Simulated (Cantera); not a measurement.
Charge: 1 mol MgO, 1 mol CO, 0.46 mol H₂, held at 1477 °C and 9.00 Torr.

Equilibrium computed with Cantera from the NASA thermochemical tables; the gas is ideal and each condensed phase is pure. Candidate condensed phases: C, C₆H₆, C₇H₈, C₈H₁₈, H₂O, Mg, MgCO₃, MgO, Mg(OH)₂; 116 gas species. The numbers say what is thermodynamically allowed, not how fast it happens.

Base state: CO 0.681, H₂ 0.311, Mg 0.00323, H₂O 0.00202, CO₂ 0.00122, H 0.00118 (mole fractions); condensed: MgO(s).

Question: What changes in the equilibrium state with this change: pressure from 9.00 Torr to 1880 Torr?

Answer: 
```
species            before     after
----------------  -------  --------
CO                  0.681     0.685
H₂                  0.311     0.314
H₂O               0.00202  0.000236
Mg                0.00323  0.000134
CH₄                 <1e-9  0.000189
C₂H₂ (acetylene)    <1e-9   2.54e-5
H                 0.00118   8.25e-5
MgO(s), mol         0.995     1.000
```
